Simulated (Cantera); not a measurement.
Charge: 1 mol c-C₄F₈, 4.9 mol H₂, 0.64 mol HCl, equilibrated at 13.3 mbar.

These are equilibrium values from Cantera (NASA tables, ideal gas, pure condensed phases), not measurements of a reactor. Candidate condensed phases: C, C₆H₆, C₇H₈, C₈H₁₈; 118 gas species. The feed counts by its element totals alone. Rates play no part.

x: gas mole fraction; n: condensed amount in mol.

| T (K) | x HF | x H | x H₂ | x HCl | x Cl | x F | n C(graphite) |
|---|---|---|---|---|---|---|---|
| 2448 | 0.809 | 0.0478 | 0.0769 | 0.0449 | 0.0198 | 0.000915 | 3.99 |
| 2498 | 0.802 | 0.0582 | 0.0728 | 0.0411 | 0.0232 | 0.00133 | 3.98 |
| 2548 | 0.795 | 0.0699 | 0.0681 | 0.0370 | 0.0267 | 0.00193 | 3.98 |
| 2598 | 0.787 | (withheld) | (withheld) | (withheld) | (withheld) | (withheld) | 3.97 |
| 2648 | 0.778 | 0.0965 | 0.0574 | 0.0288 | 0.0338 | 0.00393 | 3.96 |
| 2698 | 0.767 | (withheld) | (withheld) | (withheld) | (withheld) | (withheld) | 3.94 |
| 2748 | 0.756 | 0.126 | 0.0458 | 0.0210 | 0.0401 | 0.00781 | 3.91 |
| 2798 | 0.742 | 0.141 | 0.0400 | 0.0176 | 0.0427 | 0.0109 | 3.86 |
| 2848 | 0.726 | 0.156 | 0.0346 | 0.0145 | 0.0449 | 0.0151 | 3.78 |

### Question
Complete the blanks.

### Answer

- 2598, x H: 0.0827
- 2598, x H₂: 0.0630
- 2598, x HCl: 0.0329
- 2598, x Cl: 0.0303
- 2598, x F: 0.00276
- 2698, x H: 0.111
- 2698, x H₂: 0.0516
- 2698, x HCl: 0.0248
- 2698, x Cl: 0.0371
- 2698, x F: 0.00556
